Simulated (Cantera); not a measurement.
# SiO2 + H2 (hydrogen reduction and annealing atmospheres)

A closed system holds: 1 mol SiO2, 5.7 mol H2, equilibrated at 120 Pa.

Cantera equilibrium calculation (NASA polynomials, part measured and part estimated; ideal gas, pure solids and liquids). Candidate condensed phases: H2O, Si, SiO2; 18 gas species. The tables hold silica as quartz up to 1696 K and as liquid above; real silica turns to tridymite and cristobalite and melts near 1996 K. Equilibrium is a limit: real reactors are often held back by kinetics, nucleation or transport.

```json
[
 {"T (°C)": "902", "x H2": "1.000", "x SiO": "2.84e-6", "x H2O": "2.84e-6", "x H": "3.54e-6", "x OH": "<1e-12", "n SiO2(β-quartz)": "1.000"},
 {"T (°C)": "952", "x H2": "1.000", "x SiO": "8.91e-6", "x H2O": "8.91e-6", "x H": "9.00e-6", "x OH": "<1e-12", "n SiO2(β-quartz)": "1.000"},
 {"T (°C)": "1002", "x H2": "1.000", "x SiO": "2.55e-5", "x H2O": "2.55e-5", "x H": "2.13e-5", "x OH": "6.32e-12", "n SiO2(β-quartz)": "1.000"},
 {"T (°C)": "1052", "x H2": "1.000", "x SiO": "6.74e-5", "x H2O": "6.74e-5", "x H": "4.72e-5", "x OH": "4.64e-11", "n SiO2(β-quartz)": "1.000"},
 {"T (°C)": "1102", "x H2": "1.000", "x SiO": "0.000165", "x H2O": "0.000165", "x H": "9.89e-5", "x OH": "2.95e-10", "n SiO2(β-quartz)": "0.999"},
 {"T (°C)": "1152", "x H2": "0.999", "x SiO": "0.000381", "x H2O": "0.000381", "x H": "0.000197", "x OH": "1.64e-9", "n SiO2(β-quartz)": "0.998"},
 {"T (°C)": "1202", "x H2": "0.998", "x SiO": "0.000827", "x H2O": "0.000826", "x H": "0.000374", "x OH": "8.12e-9", "n SiO2(β-quartz)": "0.995"},
 {"T (°C)": "1252", "x H2": "0.996", "x SiO": "0.00170", "x H2O": "0.00170", "x H": "0.000682", "x OH": "3.61e-8", "n SiO2(β-quartz)": "0.990"},
 {"T (°C)": "1302", "x H2": "0.992", "x SiO": "0.00334", "x H2O": "0.00334", "x H": "0.00119", "x OH": "1.46e-7", "n SiO2(β-quartz)": "0.981"},
 {"T (°C)": "1352", "x H2": "0.985", "x SiO": "0.00627", "x H2O": "0.00627", "x H": "0.00202", "x OH": "5.41e-7", "n SiO2(β-quartz)": "0.964"},
 {"T (°C)": "1402", "x H2": "0.974", "x SiO": "0.0113", "x H2O": "0.0113", "x H": "0.00331", "x OH": "1.85e-6", "n SiO2(β-quartz)": "0.935"}
]
```
x: gas mole fraction; n: condensed amount in mol.

From 902 °C to 1402 °C the condensed part is SiO2(β-quartz). The main Si-bearing gas is SiO throughout.
